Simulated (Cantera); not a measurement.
HF + H2O + N2 (abatement and gas-phase synthesis)

Charge: 1 mol HF, 0.32 mol H2O, 0.29 mol N2, held at 0.000130 bar.

Cantera equilibrium calculation (NASA polynomials, part measured and part estimated; ideal gas, pure solids and liquids). Candidate condensed phases: H2O; 40 gas species. The numbers say what is thermodynamically allowed, not how fast it happens.

| T (K) | x HF | x H | x F | x N2 | x O | x H2 | x H2O | x OH | x O2 |
|---|---|---|---|---|---|---|---|---|---|
| 2298 | 0.506 | 0.165 | 0.00255 | 0.146 | 0.0635 | 0.0387 | 0.0318 | 0.0218 | 0.0218 |
| 2348 | 0.488 | 0.196 | 0.00400 | 0.141 | 0.0788 | 0.0327 | 0.0189 | 0.0195 | 0.0189 |
| 2398 | 0.470 | 0.223 | 0.00639 | 0.137 | 0.0932 | 0.0260 | 0.0103 | 0.0162 | 0.0153 |
| 2448 | 0.454 | 0.245 | 0.0103 | 0.134 | 0.105 | 0.0197 | 0.00526 | 0.0128 | 0.0116 |
| 2498 | 0.438 | 0.263 | 0.0165 | 0.131 | 0.115 | 0.0145 | 0.00256 | 0.00961 | 0.00831 |
| 2548 | 0.419 | 0.280 | 0.0260 | 0.128 | 0.121 | 0.0106 | 0.00123 | 0.00705 | 0.00570 |
| 2598 | 0.395 | 0.296 | 0.0398 | 0.125 | 0.124 | 0.00787 | 0.000588 | 0.00511 | 0.00379 |
| 2648 | 0.366 | 0.314 | 0.0583 | 0.122 | 0.126 | 0.00592 | 0.000286 | 0.00369 | 0.00246 |
| 2698 | 0.331 | 0.334 | 0.0817 | 0.119 | 0.125 | 0.00455 | 0.000143 | 0.00267 | 0.00158 |
| 2748 | 0.290 | 0.355 | 0.109 | 0.115 | 0.123 | 0.00356 | 7.26e-5 | 0.00194 | 0.00101 |
| 2798 | 0.247 | 0.378 | 0.139 | 0.111 | 0.120 | 0.00281 | 3.76e-5 | 0.00142 | 0.000642 |
| 2848 | 0.203 | 0.401 | 0.168 | 0.107 | 0.116 | 0.00223 | 1.98e-5 | 0.00104 | 0.000411 |
| 2898 | 0.162 | 0.422 | 0.197 | 0.104 | 0.113 | 0.00177 | 1.05e-5 | 0.000765 | 0.000266 |
| 2948 | 0.125 | 0.440 | 0.222 | 0.100 | 0.110 | 0.00140 | 5.63e-6 | 0.000565 | 0.000175 |
x: gas mole fraction; nothing condenses.

From 2298 K to 2948 K nothing is condensed.
